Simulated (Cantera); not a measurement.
What does this Cantera script print?

```python
import numpy as np
import cantera as ct

gas_names = """
    F FO FO2 F2 F2O O O2 O3 Si SiF SiF2 SiF3 SiF4 SiO SiO2 Si2 Si3
""".split()
cond_names = """
    Si(cr) Si(L) SiO2(Lqz) SiO2(hqz) SiO2(L)
""".split()


# ... load() reads the species with a 1 bar reference pressure and builds the phases ...
atoms = {
    'SiF4': {'Si': 1, 'F': 4},
    'O3': {'O': 3},
}
top_T = {}  # K; cautious upper limits of use, not melting points


# ... equilibrate(T, P, feed) seeds the gas with the atoms and calls Mixture.equilibrate('TP', solver="vcs", rtol=1e-11, max_steps=5000) ...
results = []
feed = {'SiF4': 1, 'O3': 1.3}  # mol
T = 1198  # K
P = 110  # Pa
mix = equilibrate(T, P, feed)
results.append((T, P, feed, dict(zip(mix.species_names, mix.species_moles))))
x = sorted(zip(gas.X, gas.species_names), reverse=True)
print(f"T = {T:g} K  P = {P:g} Pa  gas = {mix.phase_moles(0):.4g} mol")
print("   x: " + "  ".join(f"{s} {v:.3e}" for v, s in x if v > 0.0001))
print("   condensed (mol): " + ("  ".join(f"{mix.phase(i).name} {mix.phase_moles(i):.4g}"
      for i in range(1, mix.n_phases) if mix.phase_moles(i) > 1e-12) or "none"))
```

It prints:

```
T = 1198 K  P = 110 Pa  gas = 2.95 mol
   x: O2 6.610e-01  SiF4 3.390e-01
   condensed (mol): SiO2(hqz) 5.329e-08
```

Cantera equilibrium calculation (NASA polynomials, part measured and part estimated; ideal gas, pure solids and liquids).
